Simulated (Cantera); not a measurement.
Cantera run:

```python
import numpy as np
import cantera as ct

gas_names = """
    H HO2 H2 H2O H2O2 O OH O2 O3 V VO VO2
""".split()
cond_names = """
    H2O(s) H2O(L) V(cr) V(L) VO(s) VO(L) V2O3(s) V2O3(L) V2O4(I) V2O4(II) V2O4(L) V2O5(s) V2O5(L)
""".split()


# ... load() reads the species with a 1 bar reference pressure and builds the phases ...
atoms = {
    'V2O3': {'V': 2, 'O': 3},
    'H2': {'H': 2},
}
top_T = {}  # K; cautious upper limits of use, not melting points


# ... equilibrate(T, P, feed) seeds the gas with the atoms and calls Mixture.equilibrate('TP', solver="vcs", rtol=1e-11, max_steps=5000) ...
results = []
T = 1450  # K
P = 101325  # Pa
for m in [190, 210, 240, 270, 310, 350, 400, 450, 510, 580, 650, 740, 840]:
    feed = {'V2O3': 1, 'H2': m}  # mol
    mix = equilibrate(T, P, feed)
    results.append((T, P, feed, dict(zip(mix.species_names, mix.species_moles))))
    x = sorted(zip(gas.X, gas.species_names), reverse=True)
    print(f"T = {T:g} K  P = {P:g} Pa  n(H2) = {m:g} mol  gas = {mix.phase_moles(0):.4g} mol")
    print("   x: " + "  ".join(f"{s} {v:.3e}" for v, s in x if v > 0.0001))
    print("   condensed (mol): " + ("  ".join(f"{mix.phase(i).name} {mix.phase_moles(i):.4g}"
          for i in range(1, mix.n_phases) if mix.phase_moles(i) > 1e-12) or "none"))
```

Result:

```
T = 1450 K  P = 101325 Pa  n(H2) = 190 mol  gas = 190 mol
   x: H2 9.973e-01  H2O 2.730e-03
   condensed (mol): VO(s) 1.037  V2O3(s) 0.4813
T = 1450 K  P = 101325 Pa  n(H2) = 210 mol  gas = 210 mol
   x: H2 9.973e-01  H2O 2.730e-03
   condensed (mol): VO(s) 1.147  V2O3(s) 0.4267
T = 1450 K  P = 101325 Pa  n(H2) = 240 mol  gas = 240 mol
   x: H2 9.973e-01  H2O 2.730e-03
   condensed (mol): VO(s) 1.31  V2O3(s) 0.3448
T = 1450 K  P = 101325 Pa  n(H2) = 270 mol  gas = 270 mol
   x: H2 9.973e-01  H2O 2.730e-03
   condensed (mol): VO(s) 1.474  V2O3(s) 0.2629
T = 1450 K  P = 101325 Pa  n(H2) = 310 mol  gas = 310 mol
   x: H2 9.973e-01  H2O 2.730e-03
   condensed (mol): VO(s) 1.693  V2O3(s) 0.1537
T = 1450 K  P = 101325 Pa  n(H2) = 350 mol  gas = 350 mol
   x: H2 9.973e-01  H2O 2.730e-03
   condensed (mol): VO(s) 1.911  V2O3(s) 0.04446
T = 1450 K  P = 101325 Pa  n(H2) = 400 mol  gas = 400 mol
   x: H2 9.975e-01  H2O 2.500e-03
   condensed (mol): VO(s) 2
T = 1450 K  P = 101325 Pa  n(H2) = 450 mol  gas = 450 mol
   x: H2 9.978e-01  H2O 2.222e-03
   condensed (mol): VO(s) 2
T = 1450 K  P = 101325 Pa  n(H2) = 510 mol  gas = 510 mol
   x: H2 9.980e-01  H2O 1.961e-03
   condensed (mol): VO(s) 2
T = 1450 K  P = 101325 Pa  n(H2) = 580 mol  gas = 580 mol
   x: H2 9.983e-01  H2O 1.724e-03
   condensed (mol): VO(s) 2
T = 1450 K  P = 101325 Pa  n(H2) = 650 mol  gas = 650 mol
   x: H2 9.985e-01  H2O 1.538e-03
   condensed (mol): VO(s) 2
T = 1450 K  P = 101325 Pa  n(H2) = 740 mol  gas = 740 mol
   x: H2 9.986e-01  H2O 1.351e-03
   condensed (mol): VO(s) 2
T = 1450 K  P = 101325 Pa  n(H2) = 840 mol  gas = 840 mol
   x: H2 9.988e-01  H2O 1.190e-03
   condensed (mol): VO(s) 2
```

Cantera equilibrium calculation (NASA polynomials, part measured and part estimated; ideal gas, pure solids and liquids). Mutual solubility and eutectic melting of coexisting phases are not modelled. VO: taken at fixed stoichiometry. Condensed phases not in the tables: the oxides between V2O3 and V2O5 other than VO2.
